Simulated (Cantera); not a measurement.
A Cantera script and its output.

```python
import numpy as np
import cantera as ct

gas = ct.Solution("gri30.yaml")
gas.TPX = 575, 500000, {'H2': 1, 'O2': 0.357, 'N2': 1.34}
inlet = ct.Reservoir(gas, clone=True)
gas.equilibrate("HP")  # start burning
reactor = ct.IdealGasConstPressureReactor(gas, energy="on", clone=False)
exhaust = ct.Reservoir(gas, clone=True)
tau = [0.38, 0.15, 0.061, 0.025, 0.0099, 0.004, 0.0016, 0.00064, 0.00026, 0.0001, 4.2e-05, 1.7e-05, 6.7e-06][0]
for a, b in ((inlet, reactor), (reactor, exhaust)):
    ct.MassFlowController(a, b, mdot=lambda t: reactor.mass / tau)
net = ct.ReactorNet([reactor])
show = ['H2', 'O2', 'O', 'N2O', 'HO2', 'H2O']

rows = []
print(f"{'tau/s':>10s}{'T/K':>9s}" + "".join(f"{s:>11s}" for s in show))
for tau in [0.38, 0.15, 0.061, 0.025, 0.0099, 0.004, 0.0016, 0.00064, 0.00026, 0.0001, 4.2e-05, 1.7e-05, 6.7e-06]:
    net.initial_time = 0.0
    net.advance(30 * tau)
    before = gas.X
    net.advance(40 * tau)
    drift = np.max(np.abs(gas.X - before) / (gas.X + 1e-9))
    rows.append([gas.T, *gas[show].X, drift])
    print(f"{tau:10.3e}{gas.T:9.1f}" + "".join(f"{x:11.3e}" for x in gas[show].X))
```

Output:

```
     tau/s      T/K         H2         O2          O        N2O        HO2        H2O
 3.800e-01   2499.3  1.213e-01  4.535e-05  4.352e-05  3.001e-08  6.573e-08  3.017e-01
 1.500e-01   2499.1  1.213e-01  4.723e-05  4.405e-05  2.997e-08  6.737e-08  3.017e-01
 6.100e-02   2498.6  1.213e-01  5.170e-05  4.532e-05  2.989e-08  7.131e-08  3.016e-01
 2.500e-02   2497.3  1.212e-01  6.221e-05  4.839e-05  2.972e-08  8.092e-08  3.015e-01
 9.900e-03   2494.2  1.212e-01  8.758e-05  5.628e-05  2.950e-08  1.061e-07  3.012e-01
 4.000e-03   2487.3  1.210e-01  1.419e-04  7.519e-05  2.957e-08  1.689e-07  3.006e-01
 1.600e-03   2473.4  1.207e-01  2.538e-04  1.208e-04  3.064e-08  3.311e-07  2.994e-01
 6.400e-04   2448.4  1.202e-01  4.725e-04  2.248e-04  3.319e-08  7.332e-07  2.971e-01
 2.600e-04   2408.5  1.197e-01  8.814e-04  4.422e-04  3.730e-08  1.619e-06  2.936e-01
 1.000e-04   2343.2  1.190e-01  1.699e-03  9.052e-04  4.367e-08  3.547e-06  2.878e-01
 4.200e-05   2257.2  1.185e-01  3.024e-03  1.655e-03  5.128e-08  6.866e-06  2.803e-01
 1.700e-05   2135.6  1.183e-01  5.373e-03  2.847e-03  6.000e-08  1.338e-05  2.699e-01
 6.700e-06   1975.5  1.201e-01  9.637e-03  4.368e-03  6.716e-08  2.726e-05  2.558e-01
```

Model: GRI-Mech 3.0 (53 species, 325 reactions), integrated in Cantera. The hydrogen kinetics of GRI-Mech 3.0 are dated; newer H2 mechanisms differ, most at raised pressure.
